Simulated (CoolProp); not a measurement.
Saturated liquid density (kg/m³) of normal hydrogen: the reference equation beside estimates from Tc = -240.0 °C, pc = 1.296 MPa, ω = -0.219. Rackett uses Z = 0.29056 − 0.08775 ω.

Values from CoolProp's reference Helmholtz-energy equation of state, Leachman 2009.

| T (°C) | reference | Rackett | Redlich-Kwong | Soave-Redlich-Kwong | Peng-Robinson |
|---|---|---|---|---|---|
| -252.85 | 70.93 | 74.83 | 85.18 | 78.85 | 88.76 |
| -251.95 | 69.88 | 73.47 | 83.22 | 76.94 | 86.64 |
| -251.15 | 68.89 | 72.22 | 81.39 | 75.18 | 84.68 |
| -250.25 | 67.73 | 70.76 | 79.23 | 73.12 | 82.38 |
| -249.35 | 66.49 | 69.24 | 76.93 | 70.97 | 79.95 |
| -248.45 | 65.16 | 67.65 | 74.49 | 68.71 | 77.40 |
| -247.65 | 63.91 | 66.16 | 72.19 | 66.59 | 75.00 |
| -246.75 | 62.39 | 64.39 | 69.43 | 64.09 | 72.15 |
| -245.85 | 60.74 | 62.50 | 66.46 | 61.42 | 69.09 |
| -244.95 | 58.92 | 60.45 | 63.24 | 58.55 | 65.79 |
| -244.15 | 57.12 | 58.46 | 60.11 | 55.79 | 62.61 |
| -243.25 | 54.82 | 55.96 | 56.22 | 52.39 | 58.66 |
| -242.35 | 52.08 | 53.05 | 51.77 | 48.53 | 54.17 |
| -241.45 | 48.56 | 49.41 | 46.44 | 43.93 | 48.80 |
| -240.65 | 43.92 | 44.77 | 40.16 | 38.54 | 42.51 |

Absolute difference from the reference over all 15 rows, mean and median: Rackett 3.3 and 3.2 %, Redlich-Kwong 11.1 and 11.3 %, Soave-Redlich-Kwong 6.3 and 6.7 %, Peng-Robinson 14.4 and 15.6 %.
